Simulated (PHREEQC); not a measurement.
1 kg of water holding 0.0022 mol Na2B4O7, 0.33 mol NaCl, 0.043 mol KCl and 0.2 mol Na2CO3 is evaporated at 25 °C; the solids stay in contact with the brine. CO2 is held at log p = -3.4 (atm). Only these solids could form: Halite, Kalicinite, Nahcolite, Natron, Sylvite, Trona, Borax, Boric_acid,s, KB5O8:4H2O, K2B4O7:4H2O, NaBO2:4H2O, NaB5O8:5H2O, Teepleite.

The series has 18 steps of water left (kg), from 0.9993 to 0.03033.

Computed with PHREEQC (Pitzer model, pitzer.dat).

**Question.** Which solids form, in which order, and at which step of the series does each first stand?

**Answer.** Trona from water left = 0.1143 kg (pH 9.97); Halite from water left = 0.0594 kg (pH 9.76).
